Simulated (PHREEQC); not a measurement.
Solution (46 °C): 0.073 mol/kgw HF and 0.001 mol/kgw NH4HF2. Closed to the air; pH follows from the charge balance.

Model: ion-association model, phreeqc.dat, run in PHREEQC.

```
Item                       Result
----------------  ---------------
pH                           2.24
ionic strength    0.00728 mol/kgw
total alkalinity     -74.0 meq/kg
```

| species | molality | activity | log γ |
|---|---|---|---|
| HF | 0.0661 | 0.0662 | 0.001 |
| H+ | 0.00628 | 0.00578 | -0.036 |
| F- | 0.00567 | 0.00516 | -0.041 |
| HF2- | 0.00161 | 0.00146 | -0.041 |
| NH4+ | 0.00100 | 0.000907 | -0.042 |

No solid was allowed to form. Complexes and solids missing from the database can't appear. Constants without temperature data keep their 25 °C values here.
